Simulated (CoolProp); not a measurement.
Computed with CoolProp (reference Helmholtz-energy equation of state, de Reuck 1993).

### Question
Give the vapour pressure (MPa), vapour Z, vapour viscosity (µPa s) of saturated methanol at 405.9, 431.1 K.

### Answer
```tsv
T (K)	p (MPa)	vapour Z	vapour viscosity (µPa s)
405.9	0.905	0.840	12.7
431.1	1.68	0.769	13.3
```

Viscosity comes from a separate model (Xiang 2006).
